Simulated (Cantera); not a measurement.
Charge: 1 mol Fe(CO)₅, 9.9 mol H₂, 23 mol N₂, equilibrated at 925 K and 1 atm.

Method: chemical equilibrium by Gibbs-energy minimisation in Cantera with the NASA 1993 tables (ideal gas, pure condensed phases). Candidate condensed phases: C, C₆H₆, C₇H₈, C₈H₁₈, Fe, Fe(CO)₅, FeO, Fe(OH)₂, Fe(OH)₃, Fe₂O₃, Fe₃O₄, H₂O; 140 gas species. Condensed phases not in the tables: cementite and carbon dissolved in iron. Kinetics and transport are ignored.

Base state: N₂ 0.641, H₂ 0.226, CO 0.0770, H₂O 0.0262, CO₂ 0.0181, CH₄ 0.0117, NH₃ 8.67e-5 (mole fractions); condensed: C(graphite) + Fe(α).

What changes in the equilibrium state with this change: temperature from 925 K to 1450 K?


```json
[
 {"species": "N₂", "before": "0.641", "after": "0.607"},
 {"species": "H₂", "before": "0.226", "after": "0.261"},
 {"species": "CO", "before": "0.0770", "after": "0.132"},
 {"species": "CO₂", "before": "0.0181", "after": "4.12e-5"},
 {"species": "H₂O", "before": "0.0262", "after": "0.000194"},
 {"species": "CH₄", "before": "0.0117", "after": "0.000102"},
 {"species": "HCN", "before": "5.38e-7", "after": "0.000131"},
 {"species": "NH₃", "before": "8.67e-5", "after": "7.61e-6"},
 {"species": "C(graphite), mol", "before": "1.17", "after": "0"},
 {"species": "Fe(α), mol", "before": "1.00", "after": "0"},
 {"species": "Fe(γ), mol", "before": "0", "after": "1.000"}
]
```
